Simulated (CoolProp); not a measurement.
Sulfur hexafluoride along the isobar 185 bar: fugacity coefficient from the reference equation and from simpler models built on Tc = 45.6 °C, pc = 37.55 bar, ω = 0.210; each cubic takes its own stable root.

The numbers come from the reference Helmholtz-energy equation of state, Guder 2009 in CoolProp.

```csv
T (°C),phase,reference,van der Waals,Redlich-Kwong,Soave-Redlich-Kwong,Peng-Robinson
-27.25,liquid,0.05334,0.1498,0.07085,0.05592,0.05059
6.35,liquid,0.1241,0.2232,0.1455,0.1306,0.1179
39.85,liquid,0.2256,0.3024,0.2412,0.2380,0.2152
73.45,supercritical,0.3470,0.3835,0.3473,0.3662,0.3322
106.95,supercritical,0.4723,0.4623,0.4525,0.4974,0.4529
140.45,supercritical,0.5885,0.5365,0.5494,0.6183,0.5654
174.05,supercritical,0.6889,0.6045,0.6344,0.7220,0.6632
207.55,supercritical,0.7715,0.6651,0.7059,0.8069,0.7448
241.05,supercritical,0.8384,0.7182,0.7653,0.8751,0.8117
```
